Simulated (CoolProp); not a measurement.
m-xylene at several states: fugacity coefficient from the reference equation and from simpler models built on Tc = 616.9 K, pc = 3535 kPa, ω = 0.326; each cubic takes its own stable root.

Values from CoolProp's reference Helmholtz-energy equation of state, Zhou 2012.

| T (K) | p (kPa) | phase | reference |
|---|---|---|---|
| 454.9 | 815 | liquid | 0.3245 |
| 389.7 | 185 | liquid | 0.2812 |
| 506.3 | 31.7 | gas | 0.9937 |
| 522.1 | 13.4 | gas | 0.9976 |

**Question.** How far does each simpler model (van der Waals, Redlich-Kwong) lie from the reference over these 4 states: mean and median of the absolute difference, and the worst?

**Answer.** 
- van der Waals: mean 101.2 %, median 82.6 %, worst +239.6 % at 389.7 K and 185 kPa
- Redlich-Kwong: mean 46.9 %, median 31.3 %, worst +125.2 % at 389.7 K and 185 kPa

At some of these states van der Waals gives the other phase, because its saturation line lies elsewhere.
